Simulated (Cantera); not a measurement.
An isothermal, constant-pressure homogeneous reactor starts with 12.9 % H2, 11.8 % O2, 75.3 % N2, equivalence ratio 0.55, at 1375 K and 0.128 atm.

Computed with Cantera and GRI-Mech 3.0 (53 species, 325 reactions). The temperature is held fixed by assumption; the heat of reaction is taken as removed at once.

One state of this run: x H2 = 0.0106; x O2 = 0.0596; x OH = 0.00507; x O = 0.0119; x NO2 = 4.34e-10. x: mole fraction; the columns are a selection and need not sum to one.

Q: Which value of t (s) does it belong to?
(A) 1.00e-5
(B) 2.00e-6
(C) 0.159
(D) 0.00126

A: D, 0.00126
